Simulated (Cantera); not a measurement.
Feed: 1 mol SiF4, 0.11 mol O3, at 1775 K and 0.000410 bar.

Cantera equilibrium calculation (NASA polynomials, part measured and part estimated; ideal gas, pure solids and liquids). Candidate condensed phases: Si, SiO2; 17 gas species. The tables' values for SiF3 are old estimates; treat these amounts as uncertain. Kinetics and transport are ignored.

Base state: SiF4 0.856, O2 0.141, O 0.00177, F 0.000804, SiF3 0.000781 (mole fractions); condensed: gas only.

Task: What changes in the equilibrium state with this change: O3 from 0.11 to 0.16 mol?

Result: 
```json
[
 {"species": "SiF4", "before": "0.856", "after": "0.804"},
 {"species": "O2", "before": "0.141", "after": "0.192"},
 {"species": "O", "before": "0.00177", "after": "0.00207"},
 {"species": "SiF3", "before": "0.000781", "after": "0.000753"},
 {"species": "F", "before": "0.000804", "after": "0.000783"}
]
```

Task: What changes in the equilibrium state with this change: temperature from 1775 K to 900 K?

Result: 
```
species    before  after
-------  --------  -----
SiF4        0.856  0.858
O2          0.141  0.142
O         0.00177  <1e-9
F        0.000804  <1e-9
SiF3     0.000781  <1e-9
```

Task: What changes in the equilibrium state with this change: O3 from 0.11 to 0.076 mol?

Result: 
```tsv
species	before	after
SiF4	0.856	0.895
O2	0.141	0.101
O	0.00177	0.00151
SiF3	0.000781	0.000801
F	0.000804	0.000819
```
